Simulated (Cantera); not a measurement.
Cantera run, input and output.

```python
import numpy as np
import cantera as ct

gas = ct.Solution("gri30.yaml")


def delay(T, t_max=10):
    gas.TPX = T, 1900000, {'CH4': 1, 'H2': 0.062, 'O2': 2.82, 'N2': 14.1, 'CO2': 1.7}
    reactor = ct.IdealGasReactor(gas, clone=False)
    net = ct.ReactorNet([reactor])
    net.rtol, net.atol = 1e-8, 1e-16
    while net.time < t_max:
        t_old, T_old = net.time, reactor.T
        net.step()
        if reactor.T > T + 400:  # ignition: a rise of 400 K
            return t_old + (T + 400 - T_old) / (reactor.T - T_old) * (net.time - t_old)
    return np.nan


taus = []
for T in [1300, 1350, 1400, 1450, 1500, 1550, 1600, 1650]:
    taus.append(delay(T))
    print(f"T0 = {T:6g} K   tau = {taus[-1]:.4e} s")
```

Result:

```
T0 =   1300 K   tau = 5.3437e-04 s
T0 =   1350 K   tau = 3.4431e-04 s
T0 =   1400 K   tau = 2.2452e-04 s
T0 =   1450 K   tau = 1.4780e-04 s
T0 =   1500 K   tau = 9.8158e-05 s
T0 =   1550 K   tau = 6.5791e-05 s
T0 =   1600 K   tau = 4.4546e-05 s
T0 =   1650 K   tau = 3.0510e-05 s
```

Cantera simulation using GRI-Mech 3.0 (53 species, 325 reactions); the numbers are that mechanism's predictions, not measurements. The pressure lies above the range GRI-Mech 3.0 was tuned for (to about 10 atm).
